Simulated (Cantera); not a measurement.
A closed system holds: 1 mol CaS, 0.79 mol H₂S, 6.6 mol CO₂, at 1330 Pa.

Equilibrium computed with Cantera from the NASA thermochemical tables; the gas is ideal and each condensed phase is pure. Candidate condensed phases: C, C₆H₆, C₇H₈, C₈H₁₈, Ca, CaCO₃, CaO, Ca(OH)₂, CaS, CaSO₄, H₂O, H₂SO₄, S; 129 gas species. Mutual solubility and eutectic melting of coexisting phases are not modelled. Gases not in the tables: S₃ to S₇. The numbers say what is thermodynamically allowed, not how fast it happens.

Problem. Which condensed phases are stable at each of these points (T (K)): 673, 773, 873, 973, 1073, 1173, 1273, 1373, 1473, 1573, 1673, 1773, 1873, 1973?

Solution. 
| T (K) | condensed phases | Ca condensed (%) |
|---|---|---|
| 673 | CaS(s) | 100.0 |
| 773 | CaS(s) | 100.0 |
| 873 | CaS(s) | 100.0 |
| 973 | CaS(s) | 100.0 |
| 1073 | CaS(s) | 100.0 |
| 1173 | CaS(s) | 100.0 |
| 1273 | CaS(s) | 100.0 |
| 1373 | CaS(s) | 100.0 |
| 1473 | CaS(s) | 100.0 |
| 1573 | CaO(s) + CaS(s) | 100.0 |
| 1673 | CaO(s) + CaS(s) | 100.0 |
| 1773 | CaO(s) | 100.0 |
| 1873 | CaO(s) | 100.0 |
| 1973 | CaO(s) | 100.0 |

From 673 K to 1473 K the condensed part is CaS(s). From 1573 K to 1673 K the condensed part is CaO(s) + CaS(s). From 1773 K to 1973 K the condensed part is CaO(s).
